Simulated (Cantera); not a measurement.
Input (Python, Cantera) and output of one run.

```python
import numpy as np
import cantera as ct

gas_names = [...]  # 109 gases of nasa_gas.yaml made of C, Cl, H, Si
cond_names = """
    C(gr) C6H6(L) C7H8(L) C8H18(L),n-octa Si(cr) Si(L) SiC(b)
""".split()


# ... load() reads the species with a 1 bar reference pressure and builds the phases ...
atoms = {
    'SiHCl3': {'Si': 1, 'H': 1, 'CL': 3},
    'C3H8': {'C': 3, 'H': 8},
    'H2': {'H': 2},
}
top_T = {'C(gr)': 4500, 'SiC(b)': 3050}  # K; cautious upper limits of use, not melting points


# ... equilibrate(T, P, feed) seeds the gas with the atoms and calls Mixture.equilibrate('TP', solver="vcs", rtol=1e-11, max_steps=5000) ...
results = []
feed = {'SiHCl3': 1, 'C3H8': 0.34, 'H2': 6.8}  # mol
P = 133.322  # Pa
for T in [1200, 1300, 1400, 1500, 1600, 1700, 1800, 1900, 2000, 2100, 2200]:
    mix = equilibrate(T, P, feed)
    results.append((T, P, feed, dict(zip(mix.species_names, mix.species_moles))))

top = {s: max(r[3][s] / sum(r[3][g] for g in gas_names) for r in results) for s in gas_names}
cols = sorted((s for s in top if top[s] > 0.001), key=lambda s: -top[s])[:8]
seen = [c for c in cond_names if any(r[3].get(c, 0) > 1e-12 for r in results)]
print("log10 of partial pressures in bar; condensed amounts in mol")
print(f"{'T/K':>10s}" + "".join(f"{s[:9]:>10s}" for s in cols + seen))
for T, P, feed, n in results:
    ng = sum(n[g] for g in gas_names)
    print(f"{T:10.4g}" + "".join(f"{np.log10(max(n[s] / ng * P / 1e5, 1e-99)):10.3f}" for s in cols)
          + "".join(f"{n.get(c, 0):10.4g}" for c in seen))
```

It prints:

```
log10 of partial pressures in bar; condensed amounts in mol
       T/K        H2       HCL         H        Si        CL     SiCL2      SiCL      SiC2     C(gr)    SiC(b)
      1200    -3.026    -3.410    -8.218   -14.631    -8.664    -6.195   -12.280   -18.794   0.03241    0.9875
      1300    -3.026    -3.409    -7.469   -12.892    -7.926    -5.895   -11.072   -16.512    0.0323    0.9876
      1400    -3.026    -3.411    -6.826   -11.404    -7.295    -5.644   -10.042   -14.561   0.03864    0.9813
      1500    -3.025    -3.414    -6.267   -10.115    -6.749    -5.433    -9.153   -12.873   0.04898    0.9709
      1600    -3.025    -3.419    -5.777    -8.989    -6.273    -5.253    -8.379   -11.399   0.06297    0.9566
      1700    -3.025    -3.426    -5.344    -7.997    -5.854    -5.101    -7.700   -10.103   0.08033    0.9386
      1800    -3.026    -3.436    -4.959    -7.116    -5.485    -4.973    -7.102    -8.953    0.1007    0.9167
      1900    -3.030    -3.450    -4.616    -6.329    -5.158    -4.869    -6.572    -7.926    0.1251    0.8892
      2000    -3.039    -3.473    -4.308    -5.622    -4.870    -4.788    -6.102    -7.005    0.1617    0.8452
      2100    -3.059    -3.509    -4.036    -4.983    -4.619    -4.737    -5.689    -6.174    0.2472    0.7381
      2200    -3.100    -3.571    -3.799    -4.403    -4.408    -4.725    -5.331    -5.420    0.5179    0.3816
```

Cantera equilibrium calculation (NASA polynomials, part measured and part estimated; ideal gas, pure solids and liquids). The tables' values for SiCl, SiCl3 are old estimates; treat these amounts as uncertain. Gases not in the tables: Si2H6 and higher silanes.
